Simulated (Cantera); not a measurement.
A closed system holds: 1 mol Si3N4, 4 mol H2O, 1.3 mol H2, equilibrated at 1002 °C.

Cantera equilibrium calculation (NASA polynomials, part measured and part estimated; ideal gas, pure solids and liquids). Candidate condensed phases: H2O, Si, SiO2, Si2N2O, Si3N4; 35 gas species. Mutual solubility and eutectic melting of coexisting phases are not modelled. The tables hold silica as quartz up to 1696 K and as liquid above; real silica turns to tridymite and cristobalite and melts near 1996 K. Kinetics and transport are ignored.

Problem. Which condensed phases are stable at each of these points (P (Pa)): 0.100, 1.50, 22, 320, 4600, 68000, 1000000?

Solution. 
```tsv
P (Pa)	condensed phases	Si condensed (%)
0.100	SiO2(β-quartz)	33.3
1.50	SiO2(β-quartz) + Si2N2O(s)	98.2
22	SiO2(β-quartz) + Si2N2O(s)	99.9
320	SiO2(β-quartz) + Si2N2O(s)	100.0
4600	SiO2(β-quartz) + Si2N2O(s)	100.0
68000	SiO2(β-quartz) + Si2N2O(s)	100.0
1000000	SiO2(β-quartz) + Si2N2O(s)	100.0
```

At 0.100 Pa the condensed part is SiO2(β-quartz). From 1.50 Pa to 10.0 bar the condensed part is SiO2(β-quartz) + Si2N2O(s).
